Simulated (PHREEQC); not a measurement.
A made-up water analysis in mg/kgw, 25 °C, pH 7.24, pe 9.2: Na 2650; K 96.7; Ca 107; Mg 359; Cl 5330; S(6) as SO4 67.4; Alkalinity as HCO3 0.371; Br 73.7; B 1.63; Li 0.464; Si as SiO2 2.76.

Valence states are taken as typed.

The numbers come from PHREEQC with the ion-association model, phreeqc.dat.

Each row changes one thing in this solution. No solid was allowed to form.

```csv
case,SO4-2 (mol/kgw),MgSO4 (mol/kgw),NaSO4- (mol/kgw),CaSO4 (mol/kgw),HCO3- (mol/kgw),KSO4- (mol/kgw),SI of Quartz (SiO2)
as made,0.000440,0.000160,7.88e-5,2.08e-5,2.90e-6,2.27e-6,-0.34
pH from 7.24 to 7.54 at the same alkalinity,0.000440,0.000160,7.88e-5,2.08e-5,3.59e-7,2.27e-6,-0.34
Mg from 359 to 1080 mg/kgw,___,___,5.36e-5,1.28e-5,___,1.53e-6,-0.33
pH from 7.24 to 6.24 at the same alkalinity,0.000440,0.000160,7.88e-5,2.08e-5,___,2.27e-6,-0.34
```

Problem. Fill in the missing entries.

Solution. 
- Mg from 359 to 1080 mg/kgw, SO4-2 (mol/kgw): 0.000332
- Mg from 359 to 1080 mg/kgw, MgSO4 (mol/kgw): 0.000302
- Mg from 359 to 1080 mg/kgw, HCO3- (mol/kgw): 1.92e-6
- pH from 7.24 to 6.24 at the same alkalinity, HCO3- (mol/kgw): 5.86e-6
